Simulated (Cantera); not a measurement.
# Reactions in the system C-O-Si

Source: NASA polynomial tables (part measured, part estimated), evaluated in Cantera. Values are per mole of reaction as written; species without (g) are pure solids or liquids, kept so even where they would boil at 1 bar.

SiO(g) + 2 CO2(g) ⇌ SiC2(g) + 5 O(g)

```
T (K)  ΔH° (kJ)  ΔS° (J/K)  ΔG° (kJ)  log10 K
-----  --------  ---------  --------  -------
2150     2782.5      452.8    1808.9   -43.95
2250     2783.1      453.1    1763.7   -40.94
2350     2783.8      453.4    1718.3   -38.19
2450     2784.5      453.7    1673.0   -35.67
2550     2785.1      453.9    1627.6   -33.34
2650     2785.8      454.2    1582.2   -31.19
2750     2786.5      454.5    1536.8   -29.19
2850     2787.2      454.7    1491.3   -27.33
```

2 Si(g) + CO2(g) ⇌ C + 2 SiO(g)

```json
[
 {"T (K)": "2150", "ΔH° (kJ)": "-716.1", "ΔS° (J/K)": "-132.6", "ΔG° (kJ)": "-431.0", "log10 K": "10.47"},
 {"T (K)": "2250", "ΔH° (kJ)": "-716.6", "ΔS° (J/K)": "-132.8", "ΔG° (kJ)": "-417.7", "log10 K": "9.70"},
 {"T (K)": "2350", "ΔH° (kJ)": "-717.1", "ΔS° (J/K)": "-133.0", "ΔG° (kJ)": "-404.4", "log10 K": "8.99"},
 {"T (K)": "2450", "ΔH° (kJ)": "-717.6", "ΔS° (J/K)": "-133.3", "ΔG° (kJ)": "-391.1", "log10 K": "8.34"},
 {"T (K)": "2550", "ΔH° (kJ)": "-718.1", "ΔS° (J/K)": "-133.5", "ΔG° (kJ)": "-377.8", "log10 K": "7.74"},
 {"T (K)": "2650", "ΔH° (kJ)": "-718.6", "ΔS° (J/K)": "-133.7", "ΔG° (kJ)": "-364.4", "log10 K": "7.18"},
 {"T (K)": "2750", "ΔH° (kJ)": "-719.2", "ΔS° (J/K)": "-133.9", "ΔG° (kJ)": "-351.0", "log10 K": "6.67"},
 {"T (K)": "2850", "ΔH° (kJ)": "-719.7", "ΔS° (J/K)": "-134.1", "ΔG° (kJ)": "-337.6", "log10 K": "6.19"}
]
```

C + SiO(g) ⇌ Si(g) + CO(g)

| T (K) | ΔH° (kJ) | ΔS° (J/K) | ΔG° (kJ) | log10 K |
|---|---|---|---|---|
| 2150 | 436.5 | 149.5 | 115.0 | -2.80 |
| 2250 | 436.1 | 149.3 | 100.1 | -2.32 |
| 2350 | 435.7 | 149.1 | 85.2 | -1.89 |
| 2450 | 435.3 | 149.0 | 70.3 | -1.50 |
| 2550 | 434.8 | 148.8 | 55.4 | -1.13 |
| 2650 | 434.4 | 148.6 | 40.5 | -0.80 |
| 2750 | 434.0 | 148.5 | 25.7 | -0.49 |
| 2850 | 433.5 | 148.3 | 10.8 | -0.20 |
